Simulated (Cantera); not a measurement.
Feed: 1 mol Ti(OiPr)4, 17 mol O2, 480 mol H2, equilibrated at 4.20 mbar.

These are equilibrium values from Cantera (NASA tables, ideal gas, pure condensed phases), not measurements of a reactor. Candidate condensed phases: C, C6H6, C7H8, C8H18, H2O, Ti, TiC, TiO, TiO2, Ti2O3, Ti3O5, Ti4O7; 113 gas species. The feed counts by its element totals alone. Equilibrium is a limit: real reactors are often held back by kinetics, nucleation or transport.

### Question
At 1127 °C, list the 5 most abundant gas species with their mole fractions, and the condensed phases.

### Answer
H2 0.929, H2O 0.0469, CO 0.0232, CO2 0.000539, H 7.24e-5. Condensed: TiO2(rutile).
